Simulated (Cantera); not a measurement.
# Hydrocarbon pyrolysis for carbon deposition

A perfectly stirred reactor is fed with C2H6 : N2 = 1 : 40 (molar parts), at 2670 Pa; it is held at 2000 K, and followed from long to short residence time.

Detailed kinetics in Cantera: GRI-Mech 3.0 (53 species, 325 reactions). GRI-Mech 3.0 stops at C3 and has no aromatics, soot or wall deposition, so with more carbon than oxygen in the feed, carbon stays in small species such as C2H2 where larger ones or solid carbon would form. Radical loss at walls, strong at low pressure, is not modelled.

| τ (s) | x C2H6 | x C2H2 | x C2H | x H2 | x HCN |
|---|---|---|---|---|---|
| 17 | 5.34e-8 | 0.0182 | 1.27e-5 | 0.0455 | 0.00995 |
| 7.1 | 1.33e-7 | 0.0193 | 1.21e-5 | 0.0455 | 0.00765 |
| 3.0 | 3.24e-7 | 0.0204 | 1.17e-5 | 0.0454 | 0.00529 |
| 1.3 | 7.63e-7 | 0.0213 | 1.14e-5 | 0.0453 | 0.00345 |
| 0.52 | 1.93e-6 | 0.0218 | 1.13e-5 | 0.0449 | 0.00209 |
| 0.22 | 4.59e-6 | 0.0219 | 1.14e-5 | 0.0443 | 0.00131 |
| 0.092 | 1.09e-5 | 0.0218 | 1.18e-5 | 0.0433 | 0.000824 |
| 0.039 | 2.55e-5 | 0.0214 | 1.25e-5 | 0.0420 | 0.000532 |
| 0.016 | 6.08e-5 | 0.0206 | 1.35e-5 | 0.0401 | 0.000342 |
| 0.0068 | 0.000139 | 0.0194 | 1.48e-5 | 0.0375 | 0.000225 |
x: mole fraction; the columns are a selection and need not sum to one.
